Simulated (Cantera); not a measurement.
Tantalum, niobium, vanadium and zirconium in process gases: Ta + CO₂

Feed: 1 mol Ta, 6.6 mol CO₂, held at 2600 K and 0.100 bar.

These are equilibrium values from Cantera (NASA tables, ideal gas, pure condensed phases), not measurements of a reactor. Candidate condensed phases: C, Ta, TaC, Ta₂O₅; 15 gas species. Equilibrium is a limit: real reactors are often held back by kinetics, nucleation or transport.

```
Quantity                                    Value
--------------------------------------  ---------
x(CO₂)                                      0.485
x(CO)                                       0.457
x(O₂)                                      0.0425
x(O)                                       0.0152
x(TaO₂)                                  0.000573
n(Ta₂O₅(l))                             0.498 mol
gas amount                              7.008 mol
log10 activity of C(graphite) (absent)      -6.90
log10 activity of Ta(s) (absent)            -7.13
log10 activity of TaC(s) (absent)          -11.20
```
